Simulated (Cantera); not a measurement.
# Stirred combustor or abatement burner

A perfectly stirred reactor is fed with C2H4 : O2 : N2 : CO2 = 1 : 2.31 : 8.68 : 0.28 (molar parts), at 7500 Torr; it is adiabatic with a 648 K inlet, and is followed from long to short residence time, starting on the burning branch (τ in s: 0.14, 0.069, 0.034, 0.017, 0.0082, 0.0041, 0.002, 0.00099, 0.00049, 0.00024, 0.00012, 5.9e-05, 2.9e-05).

Detailed kinetics in Cantera: GRI-Mech 3.0 (53 species, 325 reactions). GRI-Mech 3.0 was tuned for natural gas; its chemistry of ethylene as a main component is partial and can be far from experiment.

| τ (s) | T (K) | x C2H4 | x O2 | x CO2 | x CH2 | x C2H6 |
|---|---|---|---|---|---|---|
| 0.14 | 2512 | 1.27e-7 | 0.000173 | 0.0888 | 2.41e-8 | <1e-12 |
| 0.069 | 2512 | 2.56e-7 | 0.000182 | 0.0888 | 4.84e-8 | 1.40e-12 |
| 0.034 | 2511 | 5.09e-7 | 0.000200 | 0.0887 | 9.67e-8 | 3.13e-12 |
| 0.017 | 2510 | 9.84e-7 | 0.000232 | 0.0887 | 1.88e-7 | 7.16e-12 |
| 0.0082 | 2507 | 1.92e-6 | 0.000296 | 0.0885 | 3.69e-7 | 1.75e-11 |
| 0.0041 | 2503 | 3.51e-6 | 0.000404 | 0.0883 | 6.80e-7 | 3.99e-11 |
| 0.0020 | 2496 | 6.34e-6 | 0.000593 | 0.0880 | 1.24e-6 | 8.90e-11 |
| 0.00099 | 2485 | 1.10e-5 | 0.000894 | 0.0875 | 2.14e-6 | 1.83e-10 |
| 0.00049 | 2471 | 1.87e-5 | 0.00136 | 0.0867 | 3.60e-6 | 3.62e-10 |
| 0.00024 | 2450 | 3.19e-5 | 0.00209 | 0.0855 | 5.94e-6 | 7.15e-10 |
| 0.00012 | 2424 | 5.39e-5 | 0.00313 | 0.0840 | 9.47e-6 | 1.42e-9 |
| 5.9e-5 | 2390 | 9.39e-5 | 0.00467 | 0.0817 | 1.52e-5 | 3.06e-9 |
| 2.9e-5 | 2346 | 0.000170 | 0.00693 | 0.0787 | 2.44e-5 | 7.49e-9 |
x: mole fraction; the columns are a selection and need not sum to one.
